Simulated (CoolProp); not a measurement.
Vapour-liquid equilibrium of acetone (1) + dimethyl carbonate (2) at 0.0335 MPa; x and y are mole fractions of (1).

The numbers come from the multi-fluid Helmholtz-energy mixture model, Lemmon 2006 and Zhou 2011; pair parameters Bell 2016 in CoolProp.

### Question
Give the bubble temperature and the first vapour's composition at x = 0.15, 0.25, 0.35. Is there an azeotrope?

### Answer
x = 0.15: 323.4 K, y = 0.397; x = 0.25: 319.2 K, y = 0.550; x = 0.35: 315.7 K, y = 0.661. No azeotrope shows between x = 0.05 and 0.95.

The pair parameters rest on a limited set of measurements; away from them the model extrapolates.
